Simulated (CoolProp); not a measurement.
A simple Rankine cycle with benzene: condensing at 319.15 K, boiler at 2.94 MPa, turbine inlet 537.1 K, turbine efficiency 0.65, pump efficiency 0.7, no recuperator. Each further row changes one setting.

The numbers come from the reference Helmholtz-energy equation of state, Thol 2012 in CoolProp.

```json
[
 {"case": "as stated", "thermal efficiency (%)": "18.1", "net work (kJ/kg)": "___", "heat in (kJ/kg)": "688", "turbine exit temperature (K)": "426.0", "volume ratio over the turbine": "109"},
 {"case": "turbine inlet 557.1 K", "thermal efficiency (%)": "___", "net work (kJ/kg)": "___", "heat in (kJ/kg)": "___", "turbine exit temperature (K)": "___", "volume ratio over the turbine": "103"},
 {"case": "condensing temperature 311.15 K", "thermal efficiency (%)": "19.0", "net work (kJ/kg)": "133", "heat in (kJ/kg)": "___", "turbine exit temperature (K)": "___", "volume ratio over the turbine": "149"},
 {"case": "boiler pressure 2.06 MPa", "thermal efficiency (%)": "17.3", "net work (kJ/kg)": "123", "heat in (kJ/kg)": "___", "turbine exit temperature (K)": "443.4", "volume ratio over the turbine": "67.8"},
 {"case": "turbine efficiency 0.55", "thermal efficiency (%)": "15.2", "net work (kJ/kg)": "105", "heat in (kJ/kg)": "688", "turbine exit temperature (K)": "438.7", "volume ratio over the turbine": "112"}
]
```

Question: What belongs in the gaps?

Answer: 
- as stated, net work (kJ/kg): 125
- turbine inlet 557.1 K, thermal efficiency (%): 18.2
- turbine inlet 557.1 K, net work (kJ/kg): 134
- turbine inlet 557.1 K, heat in (kJ/kg): 735
- turbine inlet 557.1 K, turbine exit temperature (K): 450.3
- condensing temperature 311.15 K, heat in (kJ/kg): 702
- condensing temperature 311.15 K, turbine exit temperature (K): 420.5
- boiler pressure 2.06 MPa, heat in (kJ/kg): 714
